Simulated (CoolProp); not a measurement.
Saturation properties of n-nonane.

Model: reference Helmholtz-energy equation of state, Lemmon 2006, in CoolProp. It is a short technical equation, of lower accuracy than the large ones.

```
T (K)  p (MPa)  vapour density (kg/m³)  liquid cp (kJ/(kg K))  liquid conductivity (mW/(m K))
-----  -------  ----------------------  ---------------------  ------------------------------
374.9  0.02242                  0.9414                  2.517                             108
377.7  0.02476                   1.033                  2.529                             107
380.5  0.02730                   1.133                  2.541                             106
383.4  0.03014                   1.243                  2.553                             106
386.2  0.03311                   1.358                  2.565                             105
389.1  0.03642                   1.486                  2.578                             105
391.9  0.03988                   1.618                  2.590                             104
394.7  0.04359                   1.760                  2.602                             103
397.6  0.04772                   1.917                  2.615                             103
400.4  0.05200                   2.079                  2.628                             102
403.3  0.05675                   2.258                  2.640                             102
406.1  0.06166                   2.442                  2.653                             101
408.9  0.06690                   2.638                  2.665                             101
411.8  0.07269                   2.854                  2.678                           100.0
414.6  0.07865                   3.076                  2.691                            99.4
```

It boils at 423.9 K under 1 atm.

Thermal conductivity comes from a separate model (Huber 2005).
